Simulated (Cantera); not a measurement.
What does this Cantera script print?

```python
import numpy as np
import cantera as ct

gas_names = """
    F F2 H HF H2 H2F2 H3F3 H4F4 H5F5 H6F6 H7F7 N NF NF2 NF3 NH NH2 NH3 N2 N2H2 N2H4 Si SiF SiF2 SiF3
    SiF4 SiH SiHF3 SiH2 SiH2F2 SiH3 SiH3F SiH4 SiN Si2 Si2N Si3
""".split()
cond_names = """
    Si(cr) Si(L) Si3N4(a)
""".split()


# ... load() reads the species with a 1 bar reference pressure and builds the phases ...
atoms = {
    'SiF4': {'Si': 1, 'F': 4},
    'N2': {'N': 2},
    'H2': {'H': 2},
}
top_T = {'Si3N4(a)': 2400}  # K; cautious upper limits of use, not melting points


# ... equilibrate(T, P, feed) seeds the gas with the atoms and calls Mixture.equilibrate('TP', solver="vcs", rtol=1e-11, max_steps=5000) ...
results = []
T = 1550  # K
P = 72000  # Pa
for m in [1.2, 1.8, 2.8, 4.1, 6.2, 9.3, 14]:
    feed = {'SiF4': 1, 'N2': m, 'H2': 0.13}  # mol
    mix = equilibrate(T, P, feed)
    results.append((T, P, feed, dict(zip(mix.species_names, mix.species_moles))))
    x = sorted(zip(gas.X, gas.species_names), reverse=True)
    print(f"T = {T:g} K  P = {P:g} Pa  n(N2) = {m:g} mol  gas = {mix.phase_moles(0):.4g} mol")
    print("   x: " + "  ".join(f"{s} {v:.3e}" for v, s in x if v > 0.001))
    print("   condensed (mol): " + ("  ".join(f"{mix.phase(i).name} {mix.phase_moles(i):.4g}"
          for i in range(1, mix.n_phases) if mix.phase_moles(i) > 1e-12) or "none"))
```

It prints:

```
T = 1550 K  P = 72000 Pa  n(N2) = 1.2 mol  gas = 2.339 mol
   x: N2 5.131e-01  SiF4 4.185e-01  H2 5.020e-02  HF 9.163e-03  SiF3 7.427e-03  SiHF3 1.593e-03
   condensed (mol): none
T = 1550 K  P = 72000 Pa  n(N2) = 1.8 mol  gas = 2.939 mol
   x: N2 6.124e-01  SiF4 3.326e-01  H2 3.980e-02  HF 7.638e-03  SiF3 6.305e-03  SiHF3 1.204e-03
   condensed (mol): none
T = 1550 K  P = 72000 Pa  n(N2) = 2.8 mol  gas = 3.94 mol
   x: N2 7.106e-01  SiF4 2.478e-01  H2 2.954e-02  HF 6.056e-03  SiF3 5.104e-03
   condensed (mol): none
T = 1550 K  P = 72000 Pa  n(N2) = 4.1 mol  gas = 5.241 mol
   x: N2 7.823e-01  SiF4 1.860e-01  H2 2.209e-02  HF 4.837e-03  SiF3 4.148e-03
   condensed (mol): none
T = 1550 K  P = 72000 Pa  n(N2) = 6.2 mol  gas = 7.342 mol
   x: N2 8.444e-01  SiF4 1.325e-01  H2 1.565e-02  HF 3.713e-03  SiF3 3.241e-03
   condensed (mol): none
T = 1550 K  P = 72000 Pa  n(N2) = 9.3 mol  gas = 10.44 mol
   x: N2 8.905e-01  SiF4 9.297e-02  H2 1.091e-02  HF 2.820e-03  SiF3 2.499e-03
   condensed (mol): none
T = 1550 K  P = 72000 Pa  n(N2) = 14 mol  gas = 15.14 mol
   x: N2 9.244e-01  SiF4 6.395e-02  H2 7.448e-03  HF 2.112e-03  SiF3 1.896e-03
   condensed (mol): none
```

These are equilibrium values from Cantera (NASA tables, ideal gas, pure condensed phases), not measurements of a reactor. The tables' values for SiF3, SiF2 are old estimates; treat these amounts as uncertain.
